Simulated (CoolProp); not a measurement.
Vapour-liquid equilibrium of R143a (1) + R1234yf (2) at 0.835 MPa; x and y are mole fractions of (1).

Model: multi-fluid Helmholtz-energy mixture model, Lemmon and Jacobsen 2000 and Lemmon 2022; pair parameters Bell 2016, in CoolProp.

```csv
x,"bubble temperature, mixture model (K)","bubble temperature, Raoult's law (K)","y, mixture model","y, Raoult's law"
0.05,303.9,304.0,0.081,0.088
0.15,300.9,301.1,0.227,0.245
0.25,298.2,298.5,0.355,0.381
0.35,295.7,296.0,0.469,0.500
0.45,___,293.7,0.571,0.604
0.55,291.3,291.5,___,0.696
0.65,289.3,289.4,0.749,0.778
0.75,287.4,287.5,0.827,0.850
0.85,285.6,285.7,___,0.915
0.95,283.9,283.9,0.968,0.973
```

Q: What belongs in the gaps?

A: 
- 0.45, bubble temperature, mixture model (K): 293.4
- 0.55, y, mixture model: 0.664
- 0.85, y, mixture model: 0.900

The largest gap from Raoult's law is -0.3 K in bubble temperature, at x = 0.35. No azeotrope shows between x = 0.05 and 0.95.

Pair parameters are fitted to limited data, so mixtures are less certain than the pure fluids.
